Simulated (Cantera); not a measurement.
Charge: 1 mol SiC, 0.037 mol C, 0.13 mol H₂, equilibrated at 1.00 bar.

Method: chemical equilibrium by Gibbs-energy minimisation in Cantera with the NASA 1993 tables (ideal gas, pure condensed phases). Candidate condensed phases: C, C₆H₆, C₇H₈, C₈H₁₈, Si, SiC; 87 gas species. Gases not in the tables: Si₂H₆ and higher silanes. Equilibrium is a limit: real reactors are often held back by kinetics, nucleation or transport.

Problem. At 2300 K, list the 6 most abundant gas species with their mole fractions, and the condensed phases.

Solution. H₂ 0.986, H 0.00961, C₂H₂ (acetylene) 0.00426, CH₄ 0.000208, Si 0.000134, SiH₂ 6.60e-5. Condensed: C(graphite) + SiC(s).
